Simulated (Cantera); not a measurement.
Ignition delay

Mixture: 8.55 % CH₄, 1.11 % H₂, 19.0 % O₂, 71.4 % N₂, at 1.00 bar, adiabatic and at constant volume. Ignition delay is the time to a rise of 400 K.

Computed with Cantera and GRI-Mech 3.0 (53 species, 325 reactions).

| T0 (K) | delay (ms) |
|---|---|
| 1225 | 9.00 |
| 1325 | 3.07 |
| 1425 | 1.16 |
| 1525 | 0.492 |
| 1625 | 0.237 |
| 1725 | 0.126 |
| 1825 | 0.0715 |
| 1925 | 0.0432 |
| 2025 | 0.0274 |
| 2125 | 0.0181 |

```json
{
 "apparent activation energy between 1925 and 2125 K": "150 kJ/mol"
}
```
